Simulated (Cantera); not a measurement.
Cantera run, input and output.

```python
import numpy as np
import cantera as ct

gas = ct.Solution("gri30.yaml")
gas.TPX = 1300, 1333, {'H2': 0.0028, 'O2': 1}
reactor = ct.IdealGasConstPressureReactor(gas, energy="off", clone=False)
net = ct.ReactorNet([reactor])
net.rtol, net.atol = 1e-08, 1e-18
show = ['H2', 'O2', 'H2O2', 'O', 'H2O', 'H']
times = np.geomspace(5e-06, 80, 10)

steps = ct.SolutionArray(gas, extra=["t"])
rows = []
print(f"{'t/s':>10s}{'T/K':>9s}{'P/Pa':>11s}" + "".join(f"{s:>11s}" for s in show))
for t in times:
    while net.time < t:
        t_next = net.step()
        steps.append(gas.state, t=t_next)
    rows.append([np.interp(t, steps.t, y) for y in (steps.T, steps.P, *steps(*show).X.T)])
    print(f"{t:10.3e}{rows[-1][0]:9.1f}{rows[-1][1]:11.4g}" + "".join(f"{x:11.3e}" for x in rows[-1][2:]))
rate = np.gradient(steps.T, steps.t)
print("integrator steps:", len(steps.t))
if steps.T.max() > steps.T[0] + 200:
    print(f"time of steepest temperature rise: {steps.t[rate.argmax()]:.4e} s")
gas.TPX = 1300, 1333, {'H2': 0.0028, 'O2': 1}
gas.equilibrate("TP")
print(f"equilibrium (TP): T = {gas.T:.1f} K  " + "  ".join(f"{s} {gas[s].X[0]:.3e}" for s in show))
```

Output:

```
       t/s      T/K       P/Pa         H2         O2       H2O2          O        H2O          H
 5.000e-06   1300.0       1333  2.792e-03  9.972e-01  9.313e-17  6.252e-12  1.050e-14  6.693e-11
 3.158e-05   1300.0       1333  2.792e-03  9.972e-01  3.708e-15  1.871e-10  2.120e-12  2.770e-10
 1.995e-04   1300.0       1333  2.792e-03  9.972e-01  1.458e-13  2.659e-09  2.224e-10  4.800e-10
 1.260e-03   1300.0       1333  2.792e-03  9.972e-01  5.317e-12  3.121e-08  1.414e-08  1.362e-09
 7.958e-03   1300.0       1333  2.781e-03  9.972e-01  1.384e-10  8.135e-06  8.272e-06  2.365e-07
 5.026e-02   1300.0       1333  3.271e-06  9.946e-01  3.715e-09  2.485e-03  2.626e-03  2.791e-05
 3.175e-01   1300.0       1333  2.575e-06  9.951e-01  3.449e-09  1.945e-03  2.649e-03  1.939e-05
 2.005e+00   1300.0       1333  8.799e-07  9.965e-01  2.205e-09  6.505e-04  2.715e-03  3.792e-06
 1.267e+01   1300.0       1333  7.285e-08  9.971e-01  4.125e-10  5.297e-05  2.774e-03  8.907e-08
 8.000e+01   1300.0       1333  4.485e-09  9.972e-01  3.474e-11  3.257e-06  2.791e-03  1.363e-09
integrator steps: 1286
equilibrium (TP): T = 1300.0 K  H2 2.116e-09  O2 9.972e-01  H2O2 1.766e-11  O 1.540e-06  H2O 2.792e-03  H 4.437e-10
```

Model: GRI-Mech 3.0 (53 species, 325 reactions), integrated in Cantera. Radical loss at walls, strong at low pressure, is not modelled.
